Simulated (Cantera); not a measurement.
**Adiabatic ignition**

An adiabatic, constant-volume homogeneous reactor starts with CH4 : O2 : N2 = 1 : 3.17 : 11.9 (molar parts), at 1148 K and 1.00 bar.

Computed with Cantera and GRI-Mech 3.0 (53 species, 325 reactions).

```
t (s)     T (K)  P (bar)   x CH4    x O2     x H2O     x CO2    x CH2O     x CH2     x HCN
--------  -----  -------  ------  ------  --------  --------  --------  --------  --------
8.00e-6    1148     1.00  0.0622   0.197  8.77e-12    <1e-12  4.90e-12    <1e-12    <1e-12
2.07e-5    1148     1.00  0.0622   0.197  4.94e-11    <1e-12  3.32e-11    <1e-12    <1e-12
5.33e-5    1148     1.00  0.0622   0.197  2.89e-10    <1e-12  2.24e-10    <1e-12    <1e-12
0.000138   1148     1.00  0.0622   0.197   1.88e-9    <1e-12   1.52e-9    <1e-12    <1e-12
0.000355   1148     1.00  0.0622   0.197   1.36e-8    <1e-12   1.08e-8    <1e-12    <1e-12
0.000917   1148    1.000  0.0622   0.197   1.14e-7  1.20e-12   8.51e-8    <1e-12    <1e-12
0.00237    1148     1.00  0.0622   0.197   1.15e-6  4.70e-11   8.55e-7    <1e-12    <1e-12
0.00611    1148     1.00  0.0622   0.197   1.18e-5   1.85e-9   9.15e-6    <1e-12    <1e-12
0.0158     1149     1.00  0.0621   0.197   6.71e-5   1.80e-8   4.95e-5    <1e-12    <1e-12
0.0407     1152     1.00  0.0617   0.197  0.000429   2.53e-7  0.000246  2.13e-12    <1e-12
0.105      2558     2.25  <1e-12  0.0657     0.115    0.0545  1.51e-11    <1e-12  2.82e-11
0.271      2558     2.25  <1e-12  0.0657     0.115    0.0545  1.51e-11    <1e-12  2.82e-11
0.700      2558     2.25  <1e-12  0.0657     0.115    0.0545  1.51e-11    <1e-12  2.82e-11
```
x: mole fraction; the columns are a selection and need not sum to one.

```yaml
time_of_steepest_temperature_rise: 74.9 ms
temperature at 0.700 s: 2558 K
equilibrium_temperature: 2558 K
x(CH4) at 0.700 s: <1e-12 (gas-phase equilibrium <1e-12)
x(O2) at 0.700 s: 0.0657 (gas-phase equilibrium 0.0657)
x(H2O) at 0.700 s: 0.115 (gas-phase equilibrium 0.115)
```
